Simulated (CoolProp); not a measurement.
Vapour-liquid equilibrium of methanol (1) + ethanol (2) at 0.00163 MPa; x and y are mole fractions of (1).

Model: multi-fluid Helmholtz-energy mixture model, de Reuck 1993 and Schroeder 2014; pair parameters Bell 2016, in CoolProp.

Q: Give the bubble temperature and the first vapour's composition at x = 0.15, 0.45, 0.75. Is there an azeotrope?

A: x = 0.15: 270.3 K, y = 0.315; x = 0.45: 265.8 K, y = 0.678; x = 0.75: 262.1 K, y = 0.891. No azeotrope shows between x = 0.05 and 0.95.

The pair parameters rest on a limited set of measurements; away from them the model extrapolates.
